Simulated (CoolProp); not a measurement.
Vapour pressure (kPa) of normal hydrogen: the reference equation beside estimates from Tc = 33.1 K, pc = 1296 kPa, ω = -0.219.

Model: reference Helmholtz-energy equation of state, Leachman 2009, in CoolProp.

```json
[
 {"T (K)": "20.5", "reference": "105.3", "Lee-Kesler": "105.4", "van der Waals": "133.9", "Soave-Redlich-Kwong": "100.7", "Peng-Robinson": "106.8"},
 {"T (K)": "21.4", "reference": "135.7", "Lee-Kesler": "135.8", "van der Waals": "169.8", "Soave-Redlich-Kwong": "132.1", "Peng-Robinson": "138.7"},
 {"T (K)": "22.2", "reference": "167.5", "Lee-Kesler": "167.7", "van der Waals": "206.7", "Soave-Redlich-Kwong": "165.2", "Peng-Robinson": "[?]"},
 {"T (K)": "23.1", "reference": "209.4", "Lee-Kesler": "209.5", "van der Waals": "254.1", "Soave-Redlich-Kwong": "208.8", "Peng-Robinson": "215.9"},
 {"T (K)": "23.9", "reference": "252.3", "Lee-Kesler": "252.4", "van der Waals": "301.8", "Soave-Redlich-Kwong": "253.7", "Peng-Robinson": "260.8"},
 {"T (K)": "24.8", "reference": "307.6", "Lee-Kesler": "307.7", "van der Waals": "362.0", "Soave-Redlich-Kwong": "311.5", "Peng-Robinson": "318.4"},
 {"T (K)": "25.6", "reference": "363.5", "Lee-Kesler": "363.5", "van der Waals": "421.6", "Soave-Redlich-Kwong": "369.7", "Peng-Robinson": "376.3"},
 {"T (K)": "26.5", "reference": "434.5", "Lee-Kesler": "434.3", "van der Waals": "495.6", "Soave-Redlich-Kwong": "443.4", "Peng-Robinson": "449.4"},
 {"T (K)": "27.3", "reference": "505.3", "Lee-Kesler": "505.0", "van der Waals": "567.9", "Soave-Redlich-Kwong": "516.6", "Peng-Robinson": "521.9"},
 {"T (K)": "28.2", "reference": "594.2", "Lee-Kesler": "593.7", "van der Waals": "656.8", "Soave-Redlich-Kwong": "607.8", "Peng-Robinson": "612.3"},
 {"T (K)": "29", "reference": "682.1", "Lee-Kesler": "[?]", "van der Waals": "742.7", "Soave-Redlich-Kwong": "697.3", "Peng-Robinson": "700.9"},
 {"T (K)": "29.9", "reference": "791.4", "Lee-Kesler": "791.0", "van der Waals": "847.2", "Soave-Redlich-Kwong": "807.6", "Peng-Robinson": "810.3"},
 {"T (K)": "30.8", "reference": "912.9", "Lee-Kesler": "912.8", "van der Waals": "[?]", "Soave-Redlich-Kwong": "928.6", "Peng-Robinson": "930.3"},
 {"T (K)": "31.6", "reference": "1032", "Lee-Kesler": "1032", "van der Waals": "1068", "Soave-Redlich-Kwong": "1045", "Peng-Robinson": "1046"},
 {"T (K)": "32.5", "reference": "1180", "Lee-Kesler": "1181", "van der Waals": "1198", "Soave-Redlich-Kwong": "1187", "Peng-Robinson": "1188"}
]
```

Q: Complete the blanks.

A: 
- 22.2, Peng-Robinson: 172.1
- 29, Lee-Kesler: 681.5
- 30.8, van der Waals: 960.3

Absolute difference from the reference over all 15 rows, mean and median: Lee-Kesler 0.1 and 0.1 %, van der Waals 14.2 and 14.1 %, Soave-Redlich-Kwong 1.8 and 1.7 %, Peng-Robinson 2.6 and 2.8 %.
